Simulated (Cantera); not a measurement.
Mixture: 9.72 % CH4, 17.7 % O2, 66.5 % N2, 6.12 % H2O, at 1.00 bar, adiabatic and at constant volume. Ignition delay is the time to a rise of 400 K.

Computed with Cantera and GRI-Mech 3.0 (53 species, 325 reactions).

**Question.** Predict: delay at 1298 K; delay at 1448 K; delay at 1598 K; delay at 1748 K; delay at 1898 K; apparent activation energy between 1823 and 1973 K.

**Answer.** 
| Item | Result |
|---|---|
| delay at 1298 K | 14.2 ms |
| delay at 1448 K | 2.33 ms |
| delay at 1598 K | 0.508 ms |
| delay at 1748 K | 0.152 ms |
| delay at 1898 K | 58.7 µs |
| apparent activation energy between 1823 and 1973 K | 170 kJ/mol |
